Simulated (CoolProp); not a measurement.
Model: reference Helmholtz-energy equation of state, Gao 2016, in CoolProp.

For sulfur dioxide, give the phase and the density (kg/m³), cv (kJ/(kg K)) at 208.35 °C and 7500 kPa; 208.35 °C and 17500 kPa; 208.35 °C and 35000 kPa.


- 208.35 °C and 7500 kPa: gas; density 161, cv 0.690
- 208.35 °C and 17500 kPa: supercritical; density 656, cv 0.790
- 208.35 °C and 35000 kPa: supercritical; density 932, cv 0.740
